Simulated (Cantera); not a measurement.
## NO annealing gas

An isothermal, constant-pressure homogeneous reactor starts with 7.14 % NO, 92.9 % N2, at 1825 K and 0.0263 atm.

Computed with Cantera and GRI-Mech 3.0 (53 species, 325 reactions). Radical loss at walls, strong at low pressure, is not modelled.

| t (s) | x NO | x O | x O2 | x N2O | x NO2 | x N2 |
|---|---|---|---|---|---|---|
| 2.00e-5 | 0.0714 | 7.85e-10 | <1e-12 | 7.85e-10 | <1e-12 | 0.929 |
| 6.11e-5 | 0.0714 | 2.40e-9 | <1e-12 | 2.40e-9 | <1e-12 | 0.929 |
| 0.000186 | 0.0714 | 7.33e-9 | <1e-12 | 7.31e-9 | 4.03e-12 | 0.929 |
| 0.000569 | 0.0714 | 2.24e-8 | 7.29e-12 | 2.22e-8 | 3.70e-11 | 0.929 |
| 0.00174 | 0.0714 | 6.89e-8 | 6.82e-11 | 6.71e-8 | 3.34e-10 | 0.929 |
| 0.00530 | 0.0714 | 2.15e-7 | 6.48e-10 | 1.98e-7 | 2.85e-9 | 0.929 |
| 0.0162 | 0.0714 | 7.01e-7 | 6.35e-9 | 5.49e-7 | 2.10e-8 | 0.929 |
| 0.0494 | 0.0714 | 2.48e-6 | 6.90e-8 | 1.27e-6 | 1.19e-7 | 0.929 |
| 0.151 | 0.0714 | 9.02e-6 | 8.87e-7 | 1.99e-6 | 5.01e-7 | 0.929 |
| 0.461 | 0.0714 | 2.41e-5 | 1.12e-5 | 2.08e-6 | 1.28e-6 | 0.929 |
| 1.41 | 0.0712 | 3.26e-5 | 7.59e-5 | 2.05e-6 | 1.68e-6 | 0.929 |
| 4.29 | 0.0708 | 3.57e-5 | 0.000297 | 2.01e-6 | 1.87e-6 | 0.929 |
| 13.1 | 0.0693 | 4.41e-5 | 0.00101 | 1.92e-6 | 2.36e-6 | 0.930 |
| 40.0 | 0.0644 | 6.46e-5 | 0.00348 | 1.62e-6 | 3.40e-6 | 0.932 |
x: mole fraction; the columns are a selection and need not sum to one.

Equilibrium at this temperature and pressure: NO 0.00204, O 0.000176, O2 0.0346, N2O 2.11e-8, NO2 3.21e-7, N2 0.963 (gas phase only).
